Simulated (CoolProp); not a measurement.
A single-stage vapour-compression cycle with the fluid: evaporating at 314.15 K (dew point), condensing at 359.15 K (bubble point), superheat 5 K, subcooling 2 K, compressor efficiency 0.9, no pressure losses. The same conditions are run with several fluids, on thermodynamics alone (safety and materials aside).

Model: reference Helmholtz-energy equation of state of each fluid (cis-2-butene: Lemmon 2005; R124: de Vries 1995; ammonia: Gao 2020; n-perfluoropentane: Gao 2022; ethanol: Schroeder 2014; cyclopentane: Gedanitz 2015), in CoolProp.

**Question.** Rank cis-2-butene, R124, ammonia, n-perfluoropentane, ethanol, cyclopentane by cooling COP, highest first.

**Answer.** ethanol (5.65), cyclopentane (5.48), cis-2-butene (5.12), ammonia (4.95), R124 (4.49), n-perfluoropentane (3.89)

```
fluid               pressure ratio  discharge temperature (K)  refrigerating effect (kJ/kg)  volumetric capacity (kJ/m³)
------------------  --------------  -------------------------  ----------------------------  ---------------------------
cis-2-butene                  3.05                      365.0                           277                         2230
R124                          2.94                      362.7                          87.0                         3170
ammonia                       2.95                      413.5                           885                        10600
n-perfluoropentane            3.63                      359.2                          42.8                          764
ethanol                       7.21                      407.6                           791                          261
cyclopentane                  3.85                      364.7                           315                          657
```

The compression ends wet for: n-perfluoropentane.
